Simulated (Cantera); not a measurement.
Charge: 1 mol SiH2Cl2, 110 mol H2, held at 2.78 Torr.

Cantera equilibrium calculation (NASA polynomials, part measured and part estimated; ideal gas, pure solids and liquids). Candidate condensed phases: Si; 19 gas species. The tables' values for SiCl3, SiCl are old estimates; treat these amounts as uncertain. Gases not in the tables: Si2H6 and higher silanes. The numbers say what is thermodynamically allowed, not how fast it happens.

x: gas mole fraction; n: condensed amount in mol.

```tsv
T (K)	x H2	x HCl	x H	x SiCl2	x Si	n Si(s)	n Si(l)
998	0.985	0.0135	3.51e-8	0.000312	<1e-12	0.847	0
1098	0.983	0.0162	4.03e-7	0.000543	5.85e-12	0.920	0
1198	0.983	0.0165	3.10e-6	0.000649	3.48e-10	0.924	0
1298	0.983	0.0164	1.75e-5	0.000726	1.10e-8	0.917	0
1398	0.983	0.0163	…	0.000792	…	0.911	0
1498	0.983	0.0161	0.000280	0.000850	2.71e-6	0.904	0
1598	0.982	0.0160	0.000867	0.000900	2.53e-5	0.894	0
1698	0.981	0.0159	…	0.000928	…	0	…
1798	0.976	0.0160	0.00572	0.000815	0.000834	0	0.795
```

Complete the blanks.


- 1398, x H: 7.71e-5
- 1398, x Si: 2.11e-7
- 1698, x H: 0.00235
- 1698, x Si: 0.000177
- 1698, n Si(l): 0.869
